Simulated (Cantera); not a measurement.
A perfectly stirred reactor is fed with 100 % N2O, at 760 Torr; it is held at 1075 K, and followed from long to short residence time.

Cantera simulation using GRI-Mech 3.0 (53 species, 325 reactions); the numbers are that mechanism's predictions, not measurements. GRI-Mech 3.0 was tuned for natural gas; its chemistry of N2O as a main component is partial and can be far from experiment. The mechanism lacks the step 2 NO + O2 → 2 NO2, which can matter for NO2 below about 1400 K. The temperature is held fixed by assumption; the heat of reaction is taken as removed at once.

Problem. Predict: x(N2O) at τ = 2.20 s; x(NO) at τ = 2.20 s; x(NO2) at τ = 2.20 s; x(O2) at τ = 2.20 s; x(N2) at τ = 2.20 s; x(N2O) at τ = 47.0 ms; x(NO) at τ = 47.0 ms; x(NO2) at τ = 47.0 ms; x(O2) at τ = 47.0 ms; x(N2) at τ = 47.0 ms.

Solution. 
```
Item                      Value
---------------------  --------
x(N2O) at τ = 2.20 s      0.883
x(NO) at τ = 2.20 s     0.00448
x(NO2) at τ = 2.20 s    6.24e-5
x(O2) at τ = 2.20 s      0.0366
x(N2) at τ = 2.20 s      0.0755
x(N2O) at τ = 47.0 ms     0.997
x(NO) at τ = 47.0 ms   0.000116
x(NO2) at τ = 47.0 ms   5.26e-7
x(O2) at τ = 47.0 ms   0.000909
x(N2) at τ = 47.0 ms    0.00188
```
